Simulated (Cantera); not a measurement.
Charge: 1 mol CuO, 2.2 mol CH4, 0.38 mol H2, held at 3.00 bar.

Method: chemical equilibrium by Gibbs-energy minimisation in Cantera with the NASA 1993 tables (ideal gas, pure condensed phases). Candidate condensed phases: C, C6H6, C7H8, C8H18, Cu, CuO, Cu(OH)2, Cu2O, H2O; 113 gas species. The numbers say what is thermodynamically allowed, not how fast it happens.

### Question
Which condensed phases are stable at each of these points (T (K)): 1175, 1275, 1375, 1475, 1575, 1675, 1775, 1875, 1975, 2075, 2175?

### Answer
```
T (K)     condensed phases  Cu condensed (%)
-----  -------------------  ----------------
1175   C(graphite) + Cu(s)             100.0
1275   C(graphite) + Cu(s)             100.0
1375   C(graphite) + Cu(l)             100.0
1475   C(graphite) + Cu(l)             100.0
1575   C(graphite) + Cu(l)             100.0
1675   C(graphite) + Cu(l)             100.0
1775   C(graphite) + Cu(l)              99.9
1875   C(graphite) + Cu(l)              99.8
1975   C(graphite) + Cu(l)              99.3
2075   C(graphite) + Cu(l)              98.4
2175   C(graphite) + Cu(l)              96.2
```

From 1175 K to 1275 K the condensed part is C(graphite) + Cu(s). From 1375 K to 2175 K the condensed part is C(graphite) + Cu(l).
